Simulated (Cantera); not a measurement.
Thermodynamics of aluminium nitride and oxide growth, feed AlCl₃ + NH₃ + H₂

Feed: 1 mol AlCl₃, 31 mol NH₃, 120 mol H₂, at 0.100 bar.

Cantera equilibrium calculation (NASA polynomials, part measured and part estimated; ideal gas, pure solids and liquids). Candidate condensed phases: Al, AlCl₃, AlN, NH₄Cl; 20 gas species. The tables' values for AlCl₂ are old estimates; treat these amounts as uncertain. Equilibrium is a limit: real reactors are often held back by kinetics, nucleation or transport.

From 898 K to 1598 K the condensed part is AlN(s). From 1698 K to 2198 K nothing is condensed. The main Al-bearing gas is AlCl₃ at 898 K and AlCl at 2198 K.

| T (K) | x H₂ | x N₂ | x H | x HCl | x AlCl | x AlCl₂ | x AlCl₃ | n AlN(s) |
|---|---|---|---|---|---|---|---|---|
| 898 | 0.902 | 0.0820 | 3.29e-10 | 0.0160 | 2.29e-12 | 9.42e-10 | 0.000144 | 0.974 |
| 998 | 0.902 | 0.0820 | 6.46e-9 | 0.0159 | 2.67e-10 | 1.81e-8 | 0.000171 | 0.969 |
| 1098 | 0.902 | 0.0821 | 7.43e-8 | 0.0158 | 1.29e-8 | 2.01e-7 | 0.000198 | 0.964 |
| 1198 | 0.902 | 0.0821 | 5.71e-7 | 0.0157 | 3.24e-7 | 1.48e-6 | 0.000222 | 0.959 |
| 1298 | 0.902 | 0.0821 | 3.22e-6 | 0.0156 | 4.88e-6 | 7.95e-6 | 0.000243 | 0.953 |
| 1398 | 0.902 | 0.0821 | 1.42e-5 | 0.0155 | 4.93e-5 | 3.30e-5 | 0.000259 | 0.937 |
| 1498 | 0.902 | 0.0823 | 5.16e-5 | 0.0150 | 0.000355 | 0.000108 | 0.000256 | 0.868 |
| 1598 | 0.901 | 0.0829 | 0.000160 | 0.0135 | 0.00181 | 0.000253 | 0.000195 | 0.585 |
| 1698 | 0.899 | 0.0842 | 0.000434 | 0.0104 | 0.00505 | 0.000304 | 7.41e-5 | 0 |
| 1798 | 0.899 | 0.0842 | 0.00106 | 0.0106 | 0.00521 | 0.000190 | 2.15e-5 | 0 |
| 1898 | 0.897 | 0.0841 | 0.00234 | 0.0107 | 0.00528 | 0.000122 | 6.86e-6 | 0 |
| 1998 | 0.895 | 0.0840 | 0.00480 | 0.0108 | 0.00529 | 8.11e-5 | 2.43e-6 | 0 |
| 2098 | 0.891 | 0.0838 | 0.00918 | 0.0108 | 0.00525 | 5.54e-5 | 9.41e-7 | 0 |
| 2198 | 0.884 | 0.0835 | 0.0166 | 0.0108 | 0.00513 | 3.87e-5 | 3.94e-7 | 0 |
x: gas mole fraction; n: condensed amount in mol.
